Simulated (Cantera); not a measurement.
A perfectly stirred reactor is fed with 6.95 % C₂H₄, 19.0 % O₂, 71.6 % N₂, 2.43 % H₂O, equivalence ratio 1.1, at 96000 Pa; it is adiabatic with a 575 K inlet, and is followed from long to short residence time, starting on the burning branch (τ in s: 0.42, 0.19, 0.086, 0.039, 0.018, 0.0081, 0.0037, 0.0017, 0.00076, 0.00034, 0.00016, 7.1e-05).

Model: GRI-Mech 3.0 (53 species, 325 reactions), integrated in Cantera. GRI-Mech 3.0 was tuned for natural gas; its chemistry of ethylene as a main component is partial and can be far from experiment.

x: mole fraction; the columns are a selection and need not sum to one.

```
τ (s)    T (K)    x C₂H₄     x O₂  x H₂O      x NO    x CH₂    x C₂H     x OH
-------  -----  --------  -------  -----  --------  -------  -------  -------
0.42      2467   1.45e-7  0.00517  0.143   0.00306  2.21e-8  4.90e-9  0.00634
0.19      2465   3.17e-7  0.00531  0.143   0.00293  4.81e-8  1.06e-8  0.00643
0.086     2460   6.80e-7  0.00561  0.143   0.00271  1.03e-7  2.24e-8  0.00661
0.039     2451   1.42e-6  0.00618  0.142   0.00235  2.12e-7  4.56e-8  0.00694
0.018     2433   2.84e-6  0.00714  0.141   0.00191  4.11e-7  8.63e-8  0.00748
0.0081    2400   5.54e-6  0.00870  0.139   0.00140  7.61e-7  1.55e-7  0.00831
0.0037    2353   1.03e-5   0.0108  0.136  0.000946  1.31e-6  2.59e-7  0.00929
0.0017    2293       ___      ___  0.132       ___      ___      ___   0.0102
0.00076   2224   3.69e-5   0.0159  0.128  0.000356  3.61e-6  6.75e-7   0.0110
0.00034   2153   7.49e-5   0.0187  0.124  0.000221  6.24e-6  1.12e-6   0.0113
0.00016   2090       ___      ___  0.121       ___      ___      ___   0.0112
7.1e-5    2019  0.000375   0.0269  0.119   9.33e-5  2.20e-5  3.37e-6   0.0104
```

Task: Fill in the missing entries.

Result: 
- 0.0017, x C₂H₄: 1.91e-5
- 0.0017, x O₂: 0.0132
- 0.0017, x NO: 0.000592
- 0.0017, x CH₂: 2.16e-6
- 0.0017, x C₂H: 4.16e-7
- 0.00016, x C₂H₄: 0.000154
- 0.00016, x O₂: 0.0218
- 0.00016, x NO: 0.000147
- 0.00016, x CH₂: 1.10e-5
- 0.00016, x C₂H: 1.87e-6
